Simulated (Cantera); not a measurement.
An isothermal, constant-pressure homogeneous reactor starts with 47.6 % C2H6, 52.4 % H2, at 1650 K and 3.90 Torr.

Model: GRI-Mech 3.0 (53 species, 325 reactions), integrated in Cantera. GRI-Mech 3.0 stops at C3 and has no aromatics, soot or wall deposition, so with more carbon than oxygen in the feed, carbon stays in small species such as C2H2 where larger ones or solid carbon would form. Radical loss at walls, strong at low pressure, is not modelled.

x: mole fraction; the columns are a selection and need not sum to one.

```tsv
t (s)	x C2H6	x H2	x CH4	x H	x C2H2	x CH2
2.00e-6	0.476	0.524	4.04e-6	2.65e-6	<1e-12	3.40e-10
1.55e-5	0.472	0.522	0.000235	6.80e-5	4.26e-10	?
0.000120	0.428	0.515	0.0111	0.000910	1.04e-5	?
0.000928	0.0733	0.477	0.213	0.00383	0.0201	?
0.00719	0.000503	0.558	0.239	0.00118	0.137	?
0.0557	7.40e-5	0.604	0.199	0.000439	0.186	?
0.431	2.91e-5	0.665	0.120	0.000506	0.211	?
3.34	1.62e-6	0.738	0.0224	0.000798	0.238	?
25.8	1.28e-8	0.754	0.00165	0.00109	0.243	?
200	8.85e-10	0.755	0.000347	0.00110	0.244	?
```

Question: Some entries are withheld; supply them.

Answer: 
- 1.55e-5, x CH2: 1.48e-7
- 0.000120, x CH2: 1.76e-5
- 0.000928, x CH2: 5.62e-5
- 0.00719, x CH2: 6.17e-6
- 0.0557, x CH2: 1.19e-6
- 0.431, x CH2: 8.78e-7
- 3.34, x CH2: 4.32e-7
- 25.8, x CH2: 6.76e-8
- 200, x CH2: 1.47e-8
